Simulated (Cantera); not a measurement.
A closed system holds: 1 mol CH₃Cl, 0.75 mol CH₄, equilibrated at 13.3 mbar.

Equilibrium computed with Cantera from the NASA thermochemical tables; the gas is ideal and each condensed phase is pure. Candidate condensed phases: C, C₆H₆, C₇H₈, C₈H₁₈; 91 gas species. Equilibrium is a limit: real reactors are often held back by kinetics, nucleation or transport. All values below are at 1752 °C.

Base state: H₂ 0.702, HCl 0.279, H 0.0140, Cl 0.00412, C₂H₂ (acetylene) 0.000636 (mole fractions); condensed: C(graphite).

Q: What changes in the equilibrium state with this change: CH₃Cl replaced by c-C₄F₈?

A: 
| species | before | after |
|---|---|---|
| HF | 0 | 0.671 |
| CF₄ | 0 | 0.242 |
| CF₂ | 0 | 0.0582 |
| H₂ | 0.702 | 3.96e-8 |
| HCl | 0.279 | 0 |
| F | 0 | 0.0255 |
| H | 0.0140 | 3.32e-6 |
| Cl | 0.00412 | 0 |
| CF₃ | 0 | 0.00348 |
| C₂H₂ (acetylene) | 0.000636 | <1e-9 |
| C(graphite), mol | 1.75 | 3.39 |
The feed counts by its element totals alone. Gases not in the tables: C₂F₆ and larger saturated fluorocarbons.
